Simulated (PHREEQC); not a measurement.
Solution (62 °C): 52 mmol/kgw Cu(NO3)2, 0.084 mmol/kgw CuSO4 and 1.2 mmol/kgw Ca(NO3)2. Closed to the air; pH follows from the charge balance.

The numbers come from PHREEQC with the ion-association model, phreeqc.dat.

Each row changes one thing in this solution. This is a speciation only: nothing precipitates in the calculation.

```
case                                              pH  Cu2(OH)2+2 (mol/kgw)  CuSO4 (mol/kgw)  CuOH+ (mol/kgw)  HSO4- (mol/kgw)  Cu(OH)2 (mol/kgw)
----------------------------------------------  ----  --------------------  ---------------  ---------------  ---------------  -----------------
as made                                         3.92               7.50e-5          4.56e-5          1.95e-6          4.28e-7            2.34e-8
Cu(NO3)2 from 0.052 to 0.026 mol/kgw               …               4.93e-5          4.05e-5          1.63e-6          3.96e-7            3.13e-8
Ca(NO3)2 from 0.0012 to 0.012 mol/kgw              …               7.38e-5          3.92e-5          1.92e-6          3.88e-7            2.30e-8
Ca(NO3)2 replaced by KNO3 at the same molality  3.92               7.51e-5          4.62e-5          1.95e-6          4.32e-7            2.34e-8
Ca(NO3)2 left out                               3.92               7.51e-5          4.64e-5          1.95e-6          4.33e-7            2.34e-8
0.0093 mol/kgw CO2 added                           …               1.94e-5          4.53e-5          9.90e-7          8.37e-7            6.05e-9
```

Task: Complete the blanks.

Result: 
- Cu(NO3)2 from 0.052 to 0.026 mol/kgw, pH: 4.08
- Ca(NO3)2 from 0.0012 to 0.012 mol/kgw, pH: 3.93
- 0.0093 mol/kgw CO2 added, pH: 3.63

Constants without temperature data keep their 25 °C values here.
